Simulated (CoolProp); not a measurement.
Tetrahydrofuran along the isotherm 407.7 K: fugacity coefficient from the reference equation and from simpler models built on Tc = 540.2 K, pc = 5.304 MPa, ω = 0.234; each cubic takes its own stable root.

The numbers come from the reference Helmholtz-energy equation of state, Fiedler 2023 in CoolProp.

```tsv
p (MPa)	phase	reference	van der Waals	Redlich-Kwong	Soave-Redlich-Kwong	Peng-Robinson
0.0252	gas	0.9961	0.9973	0.9964	0.9962	0.9959
0.0573	gas	0.9911	0.9938	0.9919	0.9913	0.9907
0.13	gas	0.9799	0.9859	0.9817	0.9802	0.9790
0.297	gas	0.9541	0.9678	___	0.9548	0.9522
0.675	liquid	0.8250	0.9269	0.9053	0.8349	0.8229
1.54	liquid	0.3706	0.8322	0.4966	0.3758	0.3693
3.5	liquid	0.1723	___	0.2326	0.1756	0.1713
7.96	liquid	0.08583	___	0.1175	0.08833	0.08485
```

Q: Some entries are withheld; supply them.

A: 
- 0.297, Redlich-Kwong: 0.9582
- 3.5, van der Waals: 0.4012
- 7.96, van der Waals: 0.2148

At some of these states van der Waals, Redlich-Kwong gives the other phase, because its saturation line lies elsewhere.
